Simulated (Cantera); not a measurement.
A perfectly stirred reactor is fed with 11.1 % CO, 2.11 % H₂, 1.01 % CH₄, 18.0 % O₂, 67.7 % N₂, equivalence ratio 0.48, at 101000 Pa; it is adiabatic with a 800 K inlet, and is followed from long to short residence time, starting on the burning branch (τ in s: 0.025, 0.012, 0.0055, 0.0026, 0.0012, 0.00056, 0.00026, 0.00012, 5.7e-05).

Computed with Cantera and GRI-Mech 3.0 (53 species, 325 reactions).

Q: Predict: blow-out, bracketed by the residence times tried; x(CO) at τ = 25.0 ms; x(H₂) at τ = 25.0 ms; x(CH₄) at τ = 25.0 ms; x(O) at τ = 25.0 ms; x(HCN) at τ = 25.0 ms; x(CO) at τ = 1.20 ms; x(H₂) at τ = 1.20 ms; x(CH₄) at τ = 1.20 ms; x(O) at τ = 1.20 ms; x(HCN) at τ = 1.20 ms.

A: 
```json
{
  "blow_out_bracketed_by_the_residence_times_tried": "burning at 0.120 ms, out at 57.0 µs",
  "x(CO) at τ = 25.0 ms": "0.00401",
  "x(H₂) at τ = 25.0 ms": "0.000259",
  "x(CH₄) at τ = 25.0 ms": "1.75e-6",
  "x(O) at τ = 25.0 ms": "0.00138",
  "x(HCN) at τ = 25.0 ms": "2.09e-9",
  "x(CO) at τ = 1.20 ms": "0.0187",
  "x(H₂) at τ = 1.20 ms": "0.00123",
  "x(CH₄) at τ = 1.20 ms": "1.32e-5",
  "x(O) at τ = 1.20 ms": "0.00703",
  "x(HCN) at τ = 1.20 ms": "1.56e-9"
}
```
